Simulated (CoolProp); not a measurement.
Toluene at 566.39 K and 1.99 MPa flows at 4.1 m/s in a round tube of 25 mm bore and 0.25 µm roughness, fully developed (64/Re and Nu = 3.66 if laminar; Colebrook and Gnielinski if turbulent). Each further row changes one setting.

Values from CoolProp's reference Helmholtz-energy equation of state, Lemmon 2006. It is a short technical equation, of lower accuracy than the large ones.

| case | Reynolds number | Darcy friction factor | pressure drop (Pa/m) | heat-transfer coefficient (W/(m² K)) | mass flow (kg/h) |
|---|---|---|---|---|---|
| as stated | 393000 | 0.0139 | 241 | 920 | 375 |
| velocity 8.2 m/s | 786000 | 0.0123 | 858 | 1630 | 749 |
| diameter 50 mm | 786000 | 0.0122 | 106 | 809 | 1500 |

Viscosity comes from a separate model (Avgeri 2015). Thermal conductivity comes from a separate model (Assael 2012).
